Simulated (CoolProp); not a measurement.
Model: reference Helmholtz-energy equation of state, Lemmon 2006, in CoolProp. It is a short technical equation, of lower accuracy than the large ones.

For C2F6 (R116), give the phase and the cv (kJ/(kg K)), viscosity (µPa s) at 217.6 K and 1.76 MPa.


- 217.6 K and 1.76 MPa: liquid; cv 0.659, viscosity 296

Viscosity comes from a separate model (Huber 2003), an estimate that may be off by 10 % or more.
